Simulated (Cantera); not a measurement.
Cantera with NASA thermochemical tables; ideal gases at 1 bar, condensed phases pure. Values are per mole of reaction as written; species without (g) are pure solids or liquids, kept so even where they would boil at 1 bar.

### Question
Between 873 and 1623 K, where is each reaction favourable under standard conditions?
- 3 HF(g) + Al ⇌ 3 H(g) + AlF₃(g)

### Answer
- 3 HF(g) + Al ⇌ 3 H(g) + AlF₃(g): ΔG° is 194 kJ at 873 K and 128 kJ at 1623 K; it stays positive (K < 1). ΔH° is 276 kJ and ΔS° 91 J/K at 1623 K.
